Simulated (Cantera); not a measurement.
Charge: 1 mol trisilylamine, 62 mol N2, 0.12 mol H2, at 11.0 mbar.

These are equilibrium values from Cantera (NASA tables, ideal gas, pure condensed phases), not measurements of a reactor. Candidate condensed phases: Si, Si3N4; 18 gas species. The feed counts by its element totals alone. Equilibrium is a limit: real reactors are often held back by kinetics, nucleation or transport.

**Question.** Which condensed phases are stable at each of these points (T (°C)): 552, 702, 852, 1002, 1152, 1302, 1452, 1602, 1752?

**Answer.** 
| T (°C) | condensed phases | Si condensed (%) |
|---|---|---|
| 552 | Si3N4(s) | 100.0 |
| 702 | Si3N4(s) | 100.0 |
| 852 | Si3N4(s) | 100.0 |
| 1002 | Si3N4(s) | 100.0 |
| 1152 | Si3N4(s) | 100.0 |
| 1302 | Si3N4(s) | 100.0 |
| 1452 | Si3N4(s) | 99.9 |
| 1602 | Si(l) | 97.8 |
| 1752 | Si(l) | 86.4 |

From 552 °C to 1452 °C the condensed part is Si3N4(s). From 1602 °C to 1752 °C the condensed part is Si(l).
